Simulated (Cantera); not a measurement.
**Stirred combustor or abatement burner**

A perfectly stirred reactor is fed with 11.8 % CO, 2.35 % H2, 0.847 % CH4, 14.9 % O2, 70.1 % N2, equivalence ratio 0.59, at 9750 Torr; it is adiabatic with a 500 K inlet, and is followed from long to short residence time, starting on the burning branch (τ in s: 0.022, 0.012, 0.0068, 0.0038, 0.0021, 0.0012, 0.00064, 0.00036, 0.0002, 0.00011, 6.1e-05, 3.4e-05, 1.9e-05).

Model: GRI-Mech 3.0 (53 species, 325 reactions), integrated in Cantera. The pressure lies above the range GRI-Mech 3.0 was tuned for (to about 10 atm).

```
τ (s)    T (K)      x CO      x H2    x CH4    x HCO    x HO2    x CH3       x H
-------  -----  --------  --------  -------  -------  -------  -------  --------
0.022     1838  0.000570   2.09e-5  1.62e-6  1.18e-9  2.13e-6  3.32e-7   2.16e-6
0.012     1836  0.000864   3.06e-5  2.46e-6  2.17e-9  3.00e-6  5.00e-7   3.64e-6
0.0068    1832   0.00128   4.39e-5  3.62e-6  3.84e-9  4.25e-6  7.20e-7   6.03e-6
0.0038    1827   0.00190   6.37e-5  5.35e-6  6.94e-9  6.17e-6  1.03e-6   1.02e-5
0.0021    1819   0.00286   9.34e-5  7.97e-6  1.27e-8  9.13e-6  1.47e-6   1.75e-5
0.0012    1808   0.00422  0.000134  1.17e-5  2.27e-8  1.33e-5  2.03e-6   2.90e-5
0.00064   1790   0.00657  0.000201  1.83e-5  4.36e-8  2.05e-5  2.92e-6   5.02e-5
0.00036   1763   0.00997  0.000292  2.84e-5  7.97e-8  3.09e-5  4.09e-6   8.06e-5
0.00020   1718    0.0159  0.000439  4.83e-5  1.49e-7  4.88e-5  5.94e-6  0.000123
0.00011    500     0.118    0.0235  0.00847   <1e-12   <1e-12   <1e-12    <1e-12
6.1e-5     500     0.118    0.0235  0.00847   <1e-12   <1e-12   <1e-12    <1e-12
3.4e-5     500     0.118    0.0235  0.00847   <1e-12   <1e-12   <1e-12    <1e-12
1.9e-5     500     0.118    0.0235  0.00847   <1e-12   <1e-12   <1e-12    <1e-12
```
x: mole fraction; the columns are a selection and need not sum to one.
